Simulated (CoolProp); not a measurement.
The fluoroketone C6F12O (FK-5-1-12) at 293.15 K and 0.00567 MPa is compressed adiabatically to 0.00941 MPa with isentropic efficiency 0.8. Each further row changes one setting.

Values from CoolProp's reference Helmholtz-energy equation of state, McLinden 2015.

```json
[
 {"case": "as stated", "work (kJ/kg)": "___", "final temperature (K)": "___", "final density (kg/m³)": "1.21"},
 {"case": "efficiency 1", "work (kJ/kg)": "3.91", "final temperature (K)": "297.8", "final density (kg/m³)": "1.21"},
 {"case": "efficiency 0.65", "work (kJ/kg)": "6.02", "final temperature (K)": "___", "final density (kg/m³)": "___"}
]
```

Task: What belongs in the gaps?

Result: 
- as stated, work (kJ/kg): 4.89
- as stated, final temperature (K): 298.9
- efficiency 0.65, final temperature (K): 300.3
- efficiency 0.65, final density (kg/m³): 1.20
